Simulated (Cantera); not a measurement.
What does this Cantera script print?

```python
import numpy as np
import cantera as ct

gas_names = """
    B BF BF2 BF3 BH BHF2 BH2 BH3 BN B2 F F2 H HF H2 H2F2 H3F3 H4F4 H5F5 H6F6 H7F7 N NF NF2 NF3 NH NH2
    NH3 N2 N2H2 N2H4
""".split()
cond_names = """
    B(b) B(L) BN(s)
""".split()


def load(file, names, dense=False):
    # The tables refer to 1 bar. Condensed volumes are neglected.
    table = {s.name: s for s in ct.Species.list_from_file(file)}
    out = []
    for n in names:
        d = dict(table[n].input_data)
        d["thermo"] = dict(d["thermo"], **{"reference-pressure": 1e5})
        if dense:
            d["equation-of-state"] = {"model": "constant-volume", "density": "1e6 g/cm^3"}
        out.append(ct.Species.from_dict(d))
    return out


gas = ct.Solution(thermo="ideal-gas", species=load("nasa_gas.yaml", gas_names))
cond = {s.name: ct.Solution(thermo="fixed-stoichiometry", species=[s], name=s.name)
        for s in load("nasa_condensed.yaml", cond_names, dense=True)}
atoms = {
    'BN': {'B': 1, 'N': 1},
    'HF': {'H': 1, 'F': 1},
    'N2': {'N': 2},
}
top_T = {'BN(s)': 3200}  # K; cautious upper limits of use, not melting points


def equilibrate(T, P, feed):
    n = {}
    for name, mol in feed.items():
        for a, k in atoms[name].items():
            n[a] = n.get(a, 0.0) + k * mol
    gas.TPX = T, P, n
    mass = sum(n.values()) * gas.mean_molecular_weight
    gas.equilibrate("TP")
    valid = [c for c in cond.values() if c.min_temp <= T <= top_T.get(c.name, c.max_temp)]
    mix = ct.Mixture([(gas, mass / gas.mean_molecular_weight)] + [(c, 0.0) for c in valid])
    mix.T, mix.P = T, P
    mix.equilibrate("TP", solver="vcs", rtol=1e-11, max_steps=5000)
    return mix


results = []
feed = {'BN': 1, 'HF': 2.3, 'N2': 1.5}  # mol
T = 1350  # K
P = 1.2  # Pa
mix = equilibrate(T, P, feed)
results.append((T, P, feed, dict(zip(mix.species_names, mix.species_moles))))
print(gas.report(threshold=0.0001))
for i in range(1, mix.n_phases):
    print(f"{mix.phase(i).name:16s} {mix.phase_moles(i):12.5e} mol")
```

It prints:

```
       temperature   1350 K
          pressure   1.2 Pa
           density   2.9865e-06 kg/m^3
  mean mol. weight   27.935 kg/kmol
   phase of matter   gas

                          1 kg             1 kmol
                     ---------------   ---------------
          enthalpy       -6.5798e+06       -1.8381e+08  J
   internal energy       -6.9816e+06       -1.9503e+08  J
           entropy             12388        3.4606e+05  J/K
    Gibbs function       -2.3303e+07       -6.5099e+08  J
 heat capacity c_p            1502.4             41971  J/K
 heat capacity c_v            1204.8             33657  J/K

                      mass frac. Y      mole frac. X     chem. pot. / RT
                     ---------------   ---------------   ---------------
                BF          0.001085         0.0010168           -55.478
               BF2           0.01067         0.0061071            -102.9
               BF3           0.45722           0.18837           -150.33
              BHF2         0.0010833        0.00060752           -118.34
                 H        1.3352e-05        0.00037003           -15.436
                HF          0.016562          0.023127           -62.861
                H2          0.020877           0.28929           -30.872
                N2           0.49249           0.49111           -37.736
     [  +23 minor]        1.0181e-09        2.0558e-09

B(b)              0.00000e+00 mol
BN(s)             2.51624e-01 mol
```

These are equilibrium values from Cantera (NASA tables, ideal gas, pure condensed phases), not measurements of a reactor. The tables' values for BF2 are old estimates; treat these amounts as uncertain.
